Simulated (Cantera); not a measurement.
A Cantera script and what it prints.

```python
import numpy as np
import cantera as ct

gas_names = """
    Fe FeO Fe(OH)2 H HO2 H2 H2O H2O2 H2S H2SO4 O OH O2 O3 S SH SO SO2 SO3 S2 S2O S8
""".split()
cond_names = """
    Fe(a) Fe(c) Fe(d) Fe(L) FeO(s) FeO(L) Fe(OH)2(s) Fe(OH)3(s) FeS(a) FeS(b) FeS(c) FeS(L) FeSO4(s)
    FeS2(s) Fe2O3(s) Fe2S3O12(s) Fe3O4(s) H2O(s) H2O(L) H2SO4(L) S(cr1) S(cr2) S(L)
""".split()


# ... load() reads the species with a 1 bar reference pressure and builds the phases ...
atoms = {
    'FeS2': {'Fe': 1, 'S': 2},
    'SO3': {'S': 1, 'O': 3},
    'H2O': {'H': 2, 'O': 1},
}
top_T = {'FeSO4(s)': 950, 'FeS2(s)': 1010, 'Fe2O3(s)': 1830, 'Fe2S3O12(s)': 1100, 'Fe3O4(s)': 1870}  # K; cautious upper limits of use, not melting points


# ... equilibrate(T, P, feed) seeds the gas with the atoms and calls Mixture.equilibrate('TP', solver="vcs", rtol=1e-11, max_steps=5000) ...
results = []
feed = {'FeS2': 1, 'SO3': 0.78, 'H2O': 0.24}  # mol
T = 1373.15  # K
for P in [1000, 3500, 13000, 45000, 160000, 560000, 2000000]:
    mix = equilibrate(T, P, feed)
    results.append((T, P, feed, dict(zip(mix.species_names, mix.species_moles))))
    x = sorted(zip(gas.X, gas.species_names), reverse=True)
    print(f"T = {T:g} K  P = {P:g} Pa  gas = {mix.phase_moles(0):.4g} mol")
    print("   x: " + "  ".join(f"{s} {v:.3e}" for v, s in x if v > 0.001))
    print("   condensed (mol): " + ("  ".join(f"{mix.phase(i).name} {mix.phase_moles(i):.4g}"
          for i in range(1, mix.n_phases) if mix.phase_moles(i) > 1e-12) or "none"))
```

Result:

```
T = 1373.15 K  P = 1000 Pa  gas = 1.763 mol
   x: SO2 6.146e-01  S2 2.386e-01  H2O 1.230e-01  H2 9.602e-03  SO 6.062e-03  S2O 4.351e-03  H2S 3.334e-03
   condensed (mol): FeO(s) 0.1776  FeS(c) 0.8224
T = 1373.15 K  P = 3500 Pa  gas = 1.716 mol
   x: SO2 6.823e-01  S2 1.686e-01  H2O 1.297e-01  H2 6.445e-03  S2O 4.833e-03  SO 4.281e-03  H2S 3.519e-03
   condensed (mol): FeS(c) 1
T = 1373.15 K  P = 13000 Pa  gas = 1.713 mol
   x: SO2 6.828e-01  S2 1.672e-01  H2O 1.304e-01  S2O 6.672e-03  H2S 4.880e-03  H2 4.656e-03  SO 3.079e-03
   condensed (mol): FeS(c) 1
T = 1373.15 K  P = 45000 Pa  gas = 1.711 mol
   x: SO2 6.833e-01  S2 1.650e-01  H2O 1.302e-01  S2O 9.014e-03  H2S 6.577e-03  H2 3.395e-03  SO 2.251e-03
   condensed (mol): FeS(c) 1
T = 1373.15 K  P = 160000 Pa  gas = 1.708 mol
   x: SO2 6.839e-01  S2 1.617e-01  H2O 1.292e-01  S2O 1.219e-02  H2S 8.821e-03  H2 2.440e-03  SO 1.631e-03
   condensed (mol): FeS(c) 1
T = 1373.15 K  P = 560000 Pa  gas = 1.704 mol
   x: SO2 6.844e-01  S2 1.571e-01  H2O 1.274e-01  S2O 1.633e-02  H2S 1.164e-02  H2 1.745e-03  SO 1.185e-03
   condensed (mol): FeS(c) 1
T = 1373.15 K  P = 2e+06 Pa  gas = 1.7 mol
   x: SO2 6.851e-01  S2 1.510e-01  H2O 1.247e-01  S2O 2.181e-02  H2S 1.520e-02  H2 1.230e-03
   condensed (mol): FeS(c) 1
```

Method: chemical equilibrium by Gibbs-energy minimisation in Cantera with the NASA 1993 tables (ideal gas, pure condensed phases). Metal and sulfide melt together well below either melting point, which pure phases cannot show. Mutual solubility and eutectic melting of coexisting phases are not modelled. The tables' stoichiometric FeO is somewhat more stable than real wüstite, so its field is too wide. FeO, FeS: taken at fixed stoichiometry.
